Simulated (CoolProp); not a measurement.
Vapour-liquid equilibrium of methane (1) + ethylene (2) at 150.9 K; x and y are mole fractions of (1).

Model: multi-fluid Helmholtz-energy mixture model, Setzmann 1991 and Smukala 2000; pair parameters Bell 2016, in CoolProp.

Q: Give the bubble pressure and the first vapour's composition at x = 0.05, 0.15, 0.75. Is there an azeotrope?

A: x = 0.05: 101.0 kPa, y = 0.716; x = 0.15: 236.6 kPa, y = 0.885; x = 0.75: 826.4 kPa, y = 0.983. No azeotrope shows between x = 0.05 and 0.95.

Pair parameters are fitted to limited data, so mixtures are less certain than the pure fluids. The gap from Raoult's law changes sign with composition, which may be real or a fault of the pair parameters; it wasn't checked against measurements.
